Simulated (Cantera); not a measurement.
An isothermal plug-flow reactor at 725 K and 1.00 bar (inlet), inlet velocity 0.63 m/s, active area per volume 1600 1/m; feed CO : O2 : N2 : H2O = 0.034 : 0.2 : 0.79 : 0.035 (molar parts).

Cantera simulation using Deutschmann's 1995 Pt surface mechanism with GRI-Mech 3.0 gas chemistry; the numbers are that mechanism's predictions, not measurements. Catalytic surfaces can have several steady states; this one follows from the mechanism file's or the stated starting coverage. Mass transfer to the wall is taken as infinitely fast.

Question: Predict: x(CO) at z = 0.0049 m; x(O2) at z = 0.0049 m; x(H2O) at z = 0.0049 m; x(CO2) at z = 0.0049 m; θ(free Pt) at the exit; θ(O*) at the exit; θ(OH*) at the exit.

Answer: 
| Quantity | Value |
|---|---|
| x(CO) at z = 0.0049 m | 0.00462 |
| x(O2) at z = 0.0049 m | 0.178 |
| x(H2O) at z = 0.0049 m | 0.0335 |
| x(CO2) at z = 0.0049 m | 0.0279 |
| θ(free Pt) at the exit | 0.0120 |
| θ(O*) at the exit | 0.984 |
| θ(OH*) at the exit | 0.00329 |
